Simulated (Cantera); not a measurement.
A perfectly stirred reactor is fed with C3H8 : O2 : N2 : H2O = 1 : 3.12 : 11.8 : 1.7 (molar parts), equivalence ratio 1.6, at 9.87 atm; it is adiabatic with a 650 K inlet, and is followed from long to short residence time, starting on the burning branch (τ in s: 0.2, 0.091, 0.041, 0.018, 0.0083, 0.0037, 0.0017, 0.00075, 0.00034, 0.00015, 6.9e-05).

Detailed kinetics in Cantera: GRI-Mech 3.0 (53 species, 325 reactions). GRI-Mech 3.0 was tuned for natural gas; its chemistry of propane as a main component is partial and can be far from experiment.

### Question
Predict: blow-out, bracketed by the residence times tried; x(C3H8) at τ = 0.200 s; x(O2) at τ = 0.200 s; x(H2O) at τ = 0.200 s; x(CH2CO) at τ = 0.200 s; x(C3H8) at τ = 3.70 ms; x(O2) at τ = 3.70 ms; x(H2O) at τ = 3.70 ms; x(CH2CO) at τ = 3.70 ms.

### Answer
blow-out, bracketed by the residence times tried: burning at 69.0 µs, the shortest tried
x(C3H8) at τ = 0.200 s: 9.71e-8
x(O2) at τ = 0.200 s: 2.34e-5
x(H2O) at τ = 0.200 s: 0.194
x(CH2CO) at τ = 0.200 s: 7.95e-7
x(C3H8) at τ = 3.70 ms: 4.46e-6
x(O2) at τ = 3.70 ms: 0.000872
x(H2O) at τ = 3.70 ms: 0.204
x(CH2CO) at τ = 3.70 ms: 3.16e-5
